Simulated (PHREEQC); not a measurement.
Solution (25 °C): 0.2 mol/kgw FeCl3 and 0.00015 mol/kgw CaCl2. Closed to the air; pH follows from the charge balance.

The numbers come from PHREEQC with the ion-association model, phreeqc.dat.

| Quantity | Result |
|---|---|
| pH | 1.87 |
| ionic strength | 0.665 mol/kgw |
| activity of water | 0.989 |
| total alkalinity | -400 meq/kg |

| species | molality | activity | log γ |
|---|---|---|---|
| Cl- | 0.413 | 0.261 | -0.200 |
| FeCl+2 | 0.110 | 0.0214 | -0.711 |
| FeCl2+ | 0.0376 | 0.0250 | -0.178 |
| Fe+3 | 0.0340 | 0.00272 | -1.098 |
| H+ | 0.0180 | 0.0136 | -0.122 |
| FeOH+2 | 0.00658 | 0.00128 | -0.711 |
| Fe2(OH)2+4 | 0.00480 | 4.40e-5 | -2.037 |
| FeCl3 | 0.000559 | 0.000652 | 0.067 |
| Fe3(OH)4+5 | 0.000432 | 2.84e-7 | -3.183 |

This is a speciation only: nothing precipitates in the calculation. The solution is supersaturated, for example in Hematite (slow to form), Goethite (slow to form), so a real one may precipitate; this is no full list.
